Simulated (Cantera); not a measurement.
Charge: 1 mol SiCl4, 9.9 mol H2, 2.7 mol Cl2, equilibrated at 1375 K and 2700000 Pa.

Equilibrium computed with Cantera from the NASA thermochemical tables; the gas is ideal and each condensed phase is pure. Candidate condensed phases: Si; 19 gas species. The tables' values for SiCl3 are old estimates; treat these amounts as uncertain. The numbers say what is thermodynamically allowed, not how fast it happens.

Base state: H2 0.523, HCl 0.403, SiCl4 0.0670, SiHCl3 0.00554, SiCl3 0.000837, SiH2Cl2 6.79e-5, SiCl2 4.80e-5 (mole fractions); condensed: gas only.

**Question.** What changes in the equilibrium state with this change: Cl2 from 2.7 to 0.82 mol?

**Answer.** 
```json
[
 {"species": "H2", "before": "0.523", "after": "0.752"},
 {"species": "HCl", "before": "0.403", "after": "0.163"},
 {"species": "SiCl4", "before": "0.0670", "after": "0.0631"},
 {"species": "SiHCl3", "before": "0.00554", "after": "0.0186"},
 {"species": "SiH3Cl", "before": "2.38e-7", "after": "1.01e-5"},
 {"species": "SiH2Cl2", "before": "6.79e-5", "after": "0.000808"},
 {"species": "SiCl2", "before": "4.80e-5", "after": "0.000398"},
 {"species": "SiCl3", "before": "0.000837", "after": "0.00234"}
]
```

**Question.** What changes in the equilibrium state with this change: Cl2 from 2.7 to 0.72 mol?

**Answer.** 
```
species   before     after
-------  -------  --------
H2         0.523     0.765
HCl        0.403     0.149
SiCl4     0.0670    0.0618
SiHCl3   0.00554    0.0202
SiH3Cl   2.38e-7   1.35e-5
SiH2Cl2  6.79e-5  0.000976
```
